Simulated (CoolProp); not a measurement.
A single-stage vapour-compression cycle with the fluid: evaporating at 206.15 K (dew point), condensing at 260.15 K (bubble point), superheat 8 K, subcooling 8 K, compressor efficiency 0.6, no pressure losses. The same conditions are run with several fluids, on thermodynamics alone (safety and materials aside).

Values from CoolProp's reference Helmholtz-energy equation of state of each fluid (R13: Platzer 1990; CH2F2 (R32): Tillner-Roth 1997; propylene: Lemmon 2013; hydrogen chloride: Thol 2018; ethane: Bücker 2006). The equations of Platzer and Polt are older, rougher fits.

```
fluid              cooling COP  pressure ratio  discharge temperature (K)  refrigerating effect (kJ/kg)  volumetric capacity (kJ/m³)
-----------------  -----------  --------------  -------------------------  ----------------------------  ---------------------------
R13                       1.78            6.77                      319.1                           101                         1300
CH2F2 (R32)               1.82            12.1                      425.8                           330                          427
propylene                 1.94            10.2                      347.0                           368                          337
hydrogen chloride         1.73            7.12                      469.1                           350                         1920
ethane                    1.79            6.04                      339.2                           345                         1760
```
